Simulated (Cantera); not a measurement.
Input: 1 mol PbO, 0.067 mol CO, 0.92 mol N2, 0.02 mol O2, equilibrated at 1300 K and 40.5 Torr.

Equilibrium computed with Cantera from the NASA thermochemical tables; the gas is ideal and each condensed phase is pure. Candidate condensed phases: C, Pb, PbO, PbO2, Pb3O4; 27 gas species. Gases not in the tables: (PbO)n polymers. Kinetics and transport are ignored.

Q: What is the equilibrium state?

A: 
```json
{
  "x(N2)": "0.900",
  "x(CO2)": "0.0655",
  "x(Pb)": "0.0264",
  "x(PbO)": "0.00836",
  "x(CO)": "3.04e-5",
  "x(O2)": "2.01e-6",
  "x(Pb2)": "1.36e-6",
  "x(NO)": "1.31e-6",
  "n(PbO(l))": "0.964 mol",
  "gas_amount": "1.023 mol",
  "log10 activity of Pb(l) (absent)": "-0.27",
  "log10 activity of C(graphite) (absent)": "-11.41"
}
```
